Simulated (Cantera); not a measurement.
**HF + SO2 + N2 (abatement and gas-phase synthesis)**

Charge: 1 mol HF, 0.0052 mol SO2, a varied amount of N2, held at 1125 °C and 1.30 mbar.

Method: chemical equilibrium by Gibbs-energy minimisation in Cantera with the NASA 1993 tables (ideal gas, pure condensed phases). Candidate condensed phases: H2O, H2SO4, S; 62 gas species. The numbers say what is thermodynamically allowed, not how fast it happens.

| n(N2) (mol) | log p N2 | log p HF | log p SO2 | log p SO | log p F | log p H2O |
|---|---|---|---|---|---|---|
| 0.94 | -3.20 | -3.18 | -5.46 | -8.19 | -8.21 | -8.52 |
| 2.9 | -3.02 | -3.48 | -5.76 | -8.37 | -8.45 | -8.77 |
| 4.9 | -2.97 | -3.66 | -5.94 | -8.48 | -8.59 | -8.91 |
| 6.9 | -2.95 | -3.78 | -6.07 | -8.56 | -8.69 | -9.01 |
| 8.8 | -2.93 | -3.88 | -6.16 | -8.61 | -8.77 | -9.09 |
| 11 | -2.92 | -3.97 | -6.25 | -8.67 | -8.84 | -9.16 |
| 13 | -2.92 | -4.03 | -6.32 | -8.71 | -8.89 | -9.22 |
| 15 | -2.91 | -4.09 | -6.38 | -8.74 | -8.94 | -9.26 |
log p: log10 of the partial pressure in bar; nothing condenses.

From 0.94 mol N2 to 15 mol N2 nothing is condensed.
